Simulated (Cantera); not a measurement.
Premixed flame

A freely propagating, adiabatic, planar premixed flame of CH4 : CO : O2 : N2 : CO2 = 1 : 0.55 : 1.75 : 4.9 : 0.36 (molar parts), equivalence ratio 1.3, unburnt at 448 K and 0.133 bar; mixture-averaged transport, grid criteria slope 0.08 and curve 0.16, no radiation.

Computed with Cantera and GRI-Mech 3.0 (53 species, 325 reactions). Burning velocities carry a grid error of a few per cent, more on coarse grids.

```
z (mm)  T (K)  u (m/s)    x CH4    x CO     x O2     x HCO   x H2O2    x C2H2
------  -----  -------  -------  ------  -------  --------  -------  --------
-5.61     448     1.30    0.117  0.0642    0.204     <1e-8    <1e-8     <1e-8
-3.74     448     1.30    0.116  0.0641    0.204     <1e-8  1.08e-7     <1e-8
-2.81     452     1.31    0.116  0.0639    0.203     <1e-8  8.05e-7   5.27e-8
-1.87     504     1.48    0.112  0.0641    0.198     <1e-8  4.53e-6   2.02e-6
-0.935    938     2.82   0.0809  0.0773    0.164   1.82e-6  3.97e-6   5.10e-5
-0.468   1379     4.22   0.0441  0.0993    0.117   3.99e-5  2.90e-6  0.000172
0        1771     5.48   0.0120   0.122   0.0651  0.000118  9.36e-7  0.000326
0.468    1947     6.04  0.00141   0.126   0.0324   5.47e-5  1.73e-7  0.000126
0.935    1988     6.15  9.50e-5   0.119   0.0187   6.55e-6  5.07e-8   1.29e-5
1.87     2008     6.18  3.46e-7   0.108   0.0118   8.69e-8  4.29e-8   5.64e-8
3.74     2024     6.21    <1e-8   0.102   0.0101   5.32e-8  3.98e-8     <1e-8
7.48     2043     6.26    <1e-8   0.101  0.00941   4.93e-8  3.66e-8     <1e-8
15.0     2075     6.34    <1e-8   0.101  0.00855   4.35e-8  3.21e-8     <1e-8
```
x: mole fraction of selected species; z is measured from the peak of heat release.

```yaml
laminar_burning_velocity: 129 cm/s
thermal_thickness: 1.87 mm
peak x(HCO): 0.000118
peak x(H2O2): 5.08e-6
peak x(C2H2): 0.000326
grid_points: 155
```
